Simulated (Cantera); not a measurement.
Charge: 1 mol borazine, 94 mol H₂, 0.54 mol N₂, held at 1898.15 K and 18.0 Pa.

Equilibrium computed with Cantera from the NASA thermochemical tables; the gas is ideal and each condensed phase is pure. Candidate condensed phases: B, BN; 15 gas species. The feed counts by its element totals alone. The tables' values for BH₂ are old estimates; treat these amounts as uncertain. Equilibrium is a limit: real reactors are often held back by kinetics, nucleation or transport.

Base state: H₂ 0.924, H 0.0561, N₂ 0.0200, BH₂ 0.000233, B 0.000124 (mole fractions); condensed: B(s).

Task: What changes in the equilibrium state with this change: temperature from 1898.15 K to 1548 K?

Result: 
```csv
species,before,after
H₂,0.924,0.992
N₂,0.0200,0.00553
H,0.0561,0.00229
BH₂,0.000233,2.18e-6
B,0.000124,5.91e-9
"B(s), mol",2.96,0
"BN(s), mol",0,3.00
```
